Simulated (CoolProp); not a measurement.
R1336mzz(E) along the isobar 914 kPa: Z from the reference equation and from simpler models built on Tc = 130.4 °C, pc = 2779 kPa, ω = 0.413; each cubic takes its own stable root.

Computed with CoolProp (reference Helmholtz-energy equation of state, Akasaka 2023).

| T (°C) | phase | reference |
|---|---|---|
| 71.85 | liquid | 0.04513 |
| 76.85 | liquid | 0.04541 |
| 81.85 | gas | 0.7740 |
| 86.85 | gas | 0.7886 |
| 91.85 | gas | 0.8017 |
| 96.85 | gas | 0.8136 |
| 101.85 | gas | 0.8245 |
| 106.85 | gas | 0.8344 |
| 111.85 | gas | 0.8435 |
| 116.85 | gas | 0.8520 |
| 121.85 | gas | 0.8598 |
| 126.85 | gas | 0.8670 |
| 131.85 | gas | 0.8738 |
| 136.85 | gas | 0.8801 |

### Question
How far does each simpler model (van der Waals, Redlich-Kwong, Soave-Redlich-Kwong, Peng-Robinson) lie from the reference over these 14 states: mean and median of the absolute difference, and the worst?

### Answer
- van der Waals: mean 254.0 %, median 5.0 %, worst +1750.5 % at 76.85 °C and 914 kPa
- Redlich-Kwong: mean 239.1 %, median 2.3 %, worst +1667.0 % at 76.85 °C and 914 kPa
- Soave-Redlich-Kwong: mean 3.8 %, median 1.2 %, worst +19.4 % at 76.85 °C and 914 kPa
- Peng-Robinson: mean 1.1 %, median 0.5 %, worst +5.2 % at 76.85 °C and 914 kPa

At some of these states van der Waals, Redlich-Kwong gives the other phase, because its saturation line lies elsewhere.
